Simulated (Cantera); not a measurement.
Charge: 1 mol SiC, 0.004 mol O2, 2 mol N2, held at 950 K and 1 atm.

Equilibrium computed with Cantera from the NASA thermochemical tables; the gas is ideal and each condensed phase is pure. Candidate condensed phases: C, Si, SiC, SiO2, Si2N2O, Si3N4; 34 gas species. N2 is the only nitrogen source here; it is nearly inert below about 1500 K, so the nitride shown seldom forms there in practice. Rates play no part.

Base state: N2 1.00 (mole fractions); condensed: C(graphite) + Si2N2O(s) + Si3N4(s).

### Question
What changes in the equilibrium state with this change: temperature from 950 K to 2073 K?

### Answer
| species | before | after |
|---|---|---|
| N2 | 1.00 | 0.996 |
| CO | <1e-9 | 0.00240 |
| SiO | <1e-9 | 0.00158 |
| Si | <1e-9 | 5.43e-5 |
| SiN | <1e-9 | 1.20e-5 |
| C(graphite), mol | 1.00 | 0 |
| Si2N2O(s), mol | 0.00800 | 0 |
| Si3N4(s), mol | 0.328 | 0.000490 |
| SiC(s), mol | 0 | 0.995 |
Mutual solubility and eutectic melting of coexisting phases are not modelled. The tables' values for SiN are old estimates; treat these amounts as uncertain.
